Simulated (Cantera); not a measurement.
Ignition delay

Mixture: 3.99 % C₂H₄, 19.3 % O₂, 72.6 % N₂, 3.99 % CO₂, 0.156 % H₂, equivalence ratio 0.62, at 500000 Pa, adiabatic and at constant volume. Ignition delay is the time to a rise of 400 K.

Model: GRI-Mech 3.0 (53 species, 325 reactions), integrated in Cantera. GRI-Mech 3.0 was tuned for natural gas; its chemistry of ethylene as a main component is partial and can be far from experiment.

| T0 (K) | delay (ms) |
|---|---|
| 1200 | 0.395 |
| 1250 | 0.136 |
| 1300 | 0.0523 |
| 1350 | 0.0263 |
| 1400 | 0.0165 |
| 1450 | 0.0116 |
| 1500 | 0.00882 |
| 1550 | 0.00697 |

```
Property                                               Result
--------------------------------------------------  ---------
apparent activation energy between 1450 and 1550 K  96 kJ/mol
```
